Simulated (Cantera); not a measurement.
# Thermodynamics of silicon carbide growth, feed Si(CH₃)₄ + C₂H₂ + H₂

Input: 1 mol Si(CH₃)₄, 0.036 mol C₂H₂, 160 mol H₂, held at 7000 Pa.

Cantera equilibrium calculation (NASA polynomials, part measured and part estimated; ideal gas, pure solids and liquids). Candidate condensed phases: C, C₆H₆, C₇H₈, C₈H₁₈, Si, SiC; 87 gas species. Gases not in the tables: Si₂H₆ and higher silanes. The numbers say what is thermodynamically allowed, not how fast it happens.

```csv
T (K),x H₂,x H,x C₂H₂ (acetylene),x CH₄,x Si,n C(graphite),n SiC(s)
1150,0.998,2.82e-7,3.86e-8,0.00163,<1e-12,2.80,1.00
1250,0.999,1.83e-6,2.52e-7,0.000768,<1e-12,2.94,1.00
1350,1.000,9.01e-6,1.24e-6,0.000403,1.08e-11,3.00,1.00
1450,1.000,3.57e-5,4.87e-6,0.000231,2.62e-10,3.03,1.000
1550,1.000,0.000119,1.60e-5,0.000142,4.18e-9,3.04,1.000
1650,1.000,0.000343,4.56e-5,9.29e-5,4.75e-8,3.04,1.000
1750,0.999,0.000879,0.000115,6.38e-5,4.08e-7,3.02,1.000
1850,0.998,0.00203,0.000261,4.56e-5,2.77e-6,2.98,0.999
1950,0.995,0.00432,0.000544,3.37e-5,1.54e-5,2.89,0.996
2050,0.990,0.00853,0.00105,2.56e-5,7.25e-5,2.73,0.983
2150,0.982,0.0158,0.00190,1.98e-5,0.000294,2.49,0.932
```
x: gas mole fraction; n: condensed amount in mol.

From 1150 K to 2150 K the condensed part is C(graphite) + SiC(s).
